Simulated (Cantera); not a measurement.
## Thermodynamics of silicon nitride deposition, feed SiH4 + N2

Charge: 1 mol SiH4, 40 mol N2, held at 2123 K.

Method: chemical equilibrium by Gibbs-energy minimisation in Cantera with the NASA 1993 tables (ideal gas, pure condensed phases). Candidate condensed phases: Si, Si3N4; 18 gas species. The tables' values for SiN are old estimates; treat these amounts as uncertain. Equilibrium is a limit: real reactors are often held back by kinetics, nucleation or transport.

```
P (Pa)   x N2       x H    x H2      x Si  n Si(l)  n Si3N4(s)
------  -----  --------  ------  --------  -------  ----------
5       0.902    0.0611  0.0145    0.0225        0           0
26      0.913    0.0367  0.0273    0.0227        0           0
140     0.922    0.0184  0.0368    0.0226        0           0
710     0.927   0.00872  0.0419    0.0213        0           0
3700    0.946   0.00397  0.0452   0.00459    0.770           0
19000   0.950   0.00178  0.0466  0.000895    0.948           0
100000  0.951  0.000786  0.0479  0.000145        0       0.330
```
x: gas mole fraction; n: condensed amount in mol.

From 5.00e-5 bar to 0.00710 bar nothing is condensed. From 0.0370 bar to 0.190 bar the condensed part is Si(l). At 1.00 bar the condensed part is Si3N4(s). The main Si-bearing gas is Si throughout.
